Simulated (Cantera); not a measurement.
**Hydrocarbon pyrolysis for carbon deposition**

An isothermal, constant-pressure homogeneous reactor starts with C2H4 : H2 : H2O = 1 : 16 : 0.038 (molar parts), at 1173 K and 100000 Pa.

Model: GRI-Mech 3.0 (53 species, 325 reactions), integrated in Cantera. GRI-Mech 3.0 was tuned for natural gas; its chemistry of ethylene as a main component is partial and can be far from experiment. GRI-Mech 3.0 stops at C3 and has no aromatics, soot or wall deposition, so with more carbon than oxygen in the feed, carbon stays in small species such as C2H2 where larger ones or solid carbon would form.

```tsv
t (s)	x C2H4	x H2	x C2H6	x H	x CH2
2.00e-5	0.0587	0.939	2.67e-11	1.59e-11	<1e-12
7.19e-5	0.0587	0.939	3.58e-10	5.50e-11	<1e-12
0.000258	0.0587	0.939	4.69e-9	1.96e-10	<1e-12
0.000928	0.0587	0.939	6.10e-8	7.07e-10	<1e-12
0.00334	0.0587	0.939	8.27e-7	2.81e-9	<1e-12
0.0120	0.0587	0.939	1.99e-5	2.91e-8	<1e-12
0.0431	0.0554	0.939	0.00310	1.49e-6	<1e-12
0.155	0.0451	0.934	0.00845	2.19e-6	<1e-12
0.557	0.0346	0.921	0.00643	1.88e-6	1.50e-12
2.00	0.0197	0.900	0.00360	1.34e-6	1.51e-12
```
x: mole fraction; the columns are a selection and need not sum to one.

Equilibrium at this temperature and pressure: C2H4 5.93e-5, H2 0.876, C2H6 1.10e-5, H 1.11e-7, CH2 <1e-12 (gas phase only).
